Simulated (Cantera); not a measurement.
Transport properties of process gases

Gas mixture: 46.9 % H2O, 53.1 % CH3OH, at 44000 Pa, frozen composition.

Cantera's kinetic-theory transport with the Lennard-Jones parameters of GRI-Mech 3.0, ideal gas; thermal conductivity in the multicomponent form. Polar gases are described roughly by these parameters. The composition is frozen, though it would react at the higher temperatures.

| T (K) | ρ (kg/m³) | cp (J/kg/K) | μ (µPa s) | λ (mW/m/K) | Pr | D (cm²/s) CO2 | D (cm²/s) NH3 | D (cm²/s) C2H2 |
|---|---|---|---|---|---|---|---|---|
| 400 | 0.337 | 1703 | 13.5 | 33.0 | 0.697 | 0.518 | 0.687 | 0.554 |
| 600 | 0.225 | 2073 | 20.5 | 59.6 | 0.713 | 1.13 | 1.55 | 1.20 |
| 800 | 0.168 | 2378 | 27.1 | 89.1 | 0.724 | 1.93 | 2.72 | 2.03 |
| 1000 | 0.135 | 2630 | 33.3 | 120 | 0.732 | 2.90 | 4.14 | 3.03 |
| 1200 | 0.112 | 2834 | 39.1 | 150 | 0.737 | 4.00 | 5.81 | 4.17 |
| 1400 | 0.0963 | 2999 | 44.5 | 180 | 0.741 | 5.23 | 7.68 | 5.45 |
D: mixture-averaged diffusion coefficient of that species in the mixture.
